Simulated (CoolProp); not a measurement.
A single-stage vapour-compression cycle with toluene: evaporating at 325.15 K (dew point), condensing at 356.15 K (bubble point), superheat 0 K, subcooling 0 K, compressor efficiency 0.6, no pressure losses. Each further row changes one setting.

Computed with CoolProp (reference Helmholtz-energy equation of state, Lemmon 2006). It is a short technical equation, of lower accuracy than the large ones.

```json
[
 {"case": "as stated", "cooling COP": "?", "pressure ratio": "3.22", "discharge temperature (K)": "370.6", "refrigerating effect (kJ/kg)": "340", "volumetric capacity (kJ/m³)": "156"},
 {"case": "evaporating temperature 330.15 K", "cooling COP": "7.10", "pressure ratio": "2.62", "discharge temperature (K)": "367.8", "refrigerating effect (kJ/kg)": "346", "volumetric capacity (kJ/m³)": "193"},
 {"case": "condensing temperature 351.15 K", "cooling COP": "?", "pressure ratio": "?", "discharge temperature (K)": "364.0", "refrigerating effect (kJ/kg)": "349", "volumetric capacity (kJ/m³)": "161"},
 {"case": "subcooling 5 K", "cooling COP": "5.94", "pressure ratio": "3.22", "discharge temperature (K)": "370.6", "refrigerating effect (kJ/kg)": "349", "volumetric capacity (kJ/m³)": "161"},
 {"case": "superheat 10 K", "cooling COP": "?", "pressure ratio": "3.22", "discharge temperature (K)": "380.6", "refrigerating effect (kJ/kg)": "352", "volumetric capacity (kJ/m³)": "?"},
 {"case": "compressor efficiency 0.5", "cooling COP": "4.82", "pressure ratio": "3.22", "discharge temperature (K)": "378.8", "refrigerating effect (kJ/kg)": "340", "volumetric capacity (kJ/m³)": "156"}
]
```

Question: Some entries are withheld; supply them.

Answer: 
- as stated, cooling COP: 5.78
- condensing temperature 351.15 K, cooling COP: 7.00
- condensing temperature 351.15 K, pressure ratio: 2.71
- superheat 10 K, cooling COP: 5.81
- superheat 10 K, volumetric capacity (kJ/m³): 157
